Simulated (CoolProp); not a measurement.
Vapour-liquid equilibrium of propane (1) + isobutene (2) at 318.1 K; x and y are mole fractions of (1).

Computed with CoolProp (multi-fluid Helmholtz-energy mixture model, Lemmon 2009 and Lemmon 2005; pair parameters Bell 2016).

```json
[
 {"x": "0.05", "bubble pressure (MPa)": "0.5974", "y at the bubble point": "0.133", "dew pressure at overall composition x (MPa)": "0.5575", "liquid density (mol/L)": "10.04"},
 {"x": "0.2", "bubble pressure (MPa)": "0.7584", "y at the bubble point": "0.392", "dew pressure at overall composition x (MPa)": "0.6333", "liquid density (mol/L)": "10.10"},
 {"x": "0.35", "bubble pressure (MPa)": "0.8996", "y at the bubble point": "0.558", "dew pressure at overall composition x (MPa)": "0.7279", "liquid density (mol/L)": "10.17"},
 {"x": "0.5", "bubble pressure (MPa)": "1.035", "y at the bubble point": "0.686", "dew pressure at overall composition x (MPa)": "0.8463", "liquid density (mol/L)": "10.23"},
 {"x": "0.65", "bubble pressure (MPa)": "1.174", "y at the bubble point": "0.794", "dew pressure at overall composition x (MPa)": "0.9946", "liquid density (mol/L)": "10.30"},
 {"x": "0.8", "bubble pressure (MPa)": "1.321", "y at the bubble point": "0.890", "dew pressure at overall composition x (MPa)": "1.182", "liquid density (mol/L)": "10.36"},
 {"x": "0.95", "bubble pressure (MPa)": "1.478", "y at the bubble point": "0.974", "dew pressure at overall composition x (MPa)": "1.429", "liquid density (mol/L)": "10.39"}
]
```

No azeotrope shows between x = 0.05 and 0.95.

The pair parameters rest on a limited set of measurements; away from them the model extrapolates. The gap from Raoult's law changes sign with composition, which may be real or a fault of the pair parameters; it wasn't checked against measurements.
